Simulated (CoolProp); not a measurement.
A single-stage vapour-compression cycle with R245ca: evaporating at 257.15 K (dew point), condensing at 290.15 K (bubble point), superheat 0 K, subcooling 8 K, compressor efficiency 0.9, no pressure losses. Each further row changes one setting.

Computed with CoolProp (reference Helmholtz-energy equation of state, Zhou 2016).

| case | cooling COP | pressure ratio | discharge temperature (K) | refrigerating effect (kJ/kg) | volumetric capacity (kJ/m³) |
|---|---|---|---|---|---|
| as stated | 6.58 | 4.89 | 293.8 | 194 | 182 |
| evaporating temperature 262.15 K | 8.06 | 3.72 | 292.6 | 197 | 240 |
| condensing temperature 285.15 K | 7.91 | 3.96 | 288.8 | 200 | 189 |
| subcooling 13 K | 6.81 | 4.89 | 293.8 | 200 | 189 |
| superheat 10 K | 6.60 | 4.89 | 304.0 | 202 | 183 |
| compressor efficiency 0.8 | 5.85 | 4.89 | 297.9 | 194 | 182 |
